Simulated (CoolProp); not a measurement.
Saturation properties of hydrogen chloride.

Model: reference Helmholtz-energy equation of state, Thol 2018, in CoolProp.

```json
[
 {"T (K)": "215.5", "p (kPa)": "385.9", "liquid density (kg/m³)": "1114", "vapour density (kg/m³)": "8.465", "enthalpy of vaporisation (kJ/kg)": "411.6", "liquid cp (kJ/(kg K))": "1.694"},
 {"T (K)": "217.6", "p (kPa)": "421.3", "liquid density (kg/m³)": "1108", "vapour density (kg/m³)": "9.194", "enthalpy of vaporisation (kJ/kg)": "408.9", "liquid cp (kJ/(kg K))": "1.699"},
 {"T (K)": "219.7", "p (kPa)": "459.1", "liquid density (kg/m³)": "1103", "vapour density (kg/m³)": "9.972", "enthalpy of vaporisation (kJ/kg)": "406.1", "liquid cp (kJ/(kg K))": "1.704"},
 {"T (K)": "221.8", "p (kPa)": "499.4", "liquid density (kg/m³)": "1097", "vapour density (kg/m³)": "10.80", "enthalpy of vaporisation (kJ/kg)": "403.2", "liquid cp (kJ/(kg K))": "1.709"},
 {"T (K)": "223.9", "p (kPa)": "542.4", "liquid density (kg/m³)": "1091", "vapour density (kg/m³)": "11.68", "enthalpy of vaporisation (kJ/kg)": "400.3", "liquid cp (kJ/(kg K))": "1.714"},
 {"T (K)": "226", "p (kPa)": "588.1", "liquid density (kg/m³)": "1085", "vapour density (kg/m³)": "12.61", "enthalpy of vaporisation (kJ/kg)": "397.4", "liquid cp (kJ/(kg K))": "1.720"},
 {"T (K)": "228.1", "p (kPa)": "636.7", "liquid density (kg/m³)": "1079", "vapour density (kg/m³)": "13.61", "enthalpy of vaporisation (kJ/kg)": "394.3", "liquid cp (kJ/(kg K))": "1.727"},
 {"T (K)": "230.2", "p (kPa)": "688.2", "liquid density (kg/m³)": "1073", "vapour density (kg/m³)": "14.66", "enthalpy of vaporisation (kJ/kg)": "391.3", "liquid cp (kJ/(kg K))": "1.734"},
 {"T (K)": "232.3", "p (kPa)": "742.8", "liquid density (kg/m³)": "1067", "vapour density (kg/m³)": "15.78", "enthalpy of vaporisation (kJ/kg)": "388.1", "liquid cp (kJ/(kg K))": "1.741"},
 {"T (K)": "234.4", "p (kPa)": "800.6", "liquid density (kg/m³)": "1060", "vapour density (kg/m³)": "16.96", "enthalpy of vaporisation (kJ/kg)": "385.0", "liquid cp (kJ/(kg K))": "1.749"},
 {"T (K)": "236.5", "p (kPa)": "861.7", "liquid density (kg/m³)": "1054", "vapour density (kg/m³)": "18.21", "enthalpy of vaporisation (kJ/kg)": "381.7", "liquid cp (kJ/(kg K))": "1.757"},
 {"T (K)": "238.6", "p (kPa)": "926.2", "liquid density (kg/m³)": "1048", "vapour density (kg/m³)": "19.53", "enthalpy of vaporisation (kJ/kg)": "378.4", "liquid cp (kJ/(kg K))": "1.766"},
 {"T (K)": "240.7", "p (kPa)": "994.3", "liquid density (kg/m³)": "1041", "vapour density (kg/m³)": "20.93", "enthalpy of vaporisation (kJ/kg)": "375.0", "liquid cp (kJ/(kg K))": "1.775"},
 {"T (K)": "242.8", "p (kPa)": "1066", "liquid density (kg/m³)": "1035", "vapour density (kg/m³)": "22.41", "enthalpy of vaporisation (kJ/kg)": "371.5", "liquid cp (kJ/(kg K))": "1.785"}
]
```

It boils at 188.2 K under 1 atm.
